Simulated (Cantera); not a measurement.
An adiabatic, constant-pressure homogeneous reactor starts with CO : H2 : CH4 : O2 : N2 = 1 : 1.1 : 0.071 : 2.21 : 8.3 (molar parts), equivalence ratio 0.54, at 1775 K and 0.210 bar.

Model: GRI-Mech 3.0 (53 species, 325 reactions), integrated in Cantera.

Problem. Predict: time of steepest temperature rise; temperature at 2.00 s; equilibrium temperature; x(CO) at 2.00 s; x(H2) at 2.00 s; x(NO) at 2.00 s; x(N2O) at 2.00 s; x(HCO) at 2.00 s.

Solution. 
* **time of steepest temperature rise**: 39.1 µs
* **temperature at 2.00 s**: 2586 K
* **equilibrium temperature**: 2586 K
* **x(CO) at 2.00 s**: 0.0270 (gas-phase equilibrium 0.0270)
* **x(H2) at 2.00 s**: 0.00573 (gas-phase equilibrium 0.00573)
* **x(NO) at 2.00 s**: 0.0156 (gas-phase equilibrium 0.0156)
* **x(N2O) at 2.00 s**: 3.70e-7 (gas-phase equilibrium 3.70e-7)
* **x(HCO) at 2.00 s**: 4.29e-9 (gas-phase equilibrium 4.29e-9)
